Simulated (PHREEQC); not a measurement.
Consider water at 25 °C with 0.0028 mol/kgw KOH, 6.1e-05 mol/kgw Fe(NO3)3 and 2e-05 mol/kgw CO2. Closed to the air; pH follows from the charge balance.

The numbers come from PHREEQC with the ion-association model, wateq4f.dat.

No solid was allowed to form.

**Question.** Estimate the pH.

**Answer.** pH 11.38.

**Question.** In which forms is C present?

**Answer.** CO3-2 93 %, HCO3- 7.0 % of the C.

Examples of supersaturated solids here: Fe(OH)3(a), Hematite (slow to form). Others may be too. Species that the database lacks are ignored.
